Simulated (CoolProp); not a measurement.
Vapour-liquid equilibrium of acetone (1) + n-nonane (2) at 0.0437 MPa; x and y are mole fractions of (1).

Computed with CoolProp (multi-fluid Helmholtz-energy mixture model, Lemmon 2006 and Lemmon 2006; pair parameters Bell 2016).

| x | bubble temperature (°C) | y at the bubble point | dew temperature at overall composition x (°C) | liquid density (mol/L) |
|---|---|---|---|---|
| 0.05 | 80.6 | 0.776 | 120.0 | 5.382 |
| 0.15 | 51.9 | 0.944 | 116.5 | 5.947 |
| 0.25 | 43.3 | 0.966 | 112.7 | 6.437 |
| 0.35 | 40.3 | 0.972 | 108.5 | 6.951 |
| 0.45 | 39.2 | 0.975 | 103.8 | 7.527 |
| 0.55 | 38.7 | 0.976 | 98.2 | 8.190 |
| 0.65 | 38.2 | 0.977 | 91.6 | 8.972 |
| 0.75 | 37.4 | 0.979 | 83.3 | 9.911 |
| 0.85 | 36.2 | 0.984 | 71.5 | 11.06 |
| 0.95 | 34.5 | 0.993 | 49.8 | 12.49 |

No azeotrope shows between x = 0.05 and 0.95.

The pair parameters rest on a limited set of measurements; away from them the model extrapolates. With so large a gap from Raoult's law the liquid may split in two, which this calculation doesn't test in full.
